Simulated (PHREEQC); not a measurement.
Consider water at 25 °C with 0.011 mol/kgw NaOH and 0.014 mol/kgw BaCl2. Closed to the air; pH follows from the charge balance.

The numbers come from PHREEQC with the Pitzer model, pitzer.dat.

No solid was allowed to form.

Problem. Predict the pH, osmotic coefficient, density.

Solution. pH 11.95; osmotic coefficient 0.901; density 1.000 g/cm³.

Complexes and solids missing from the database can't appear.
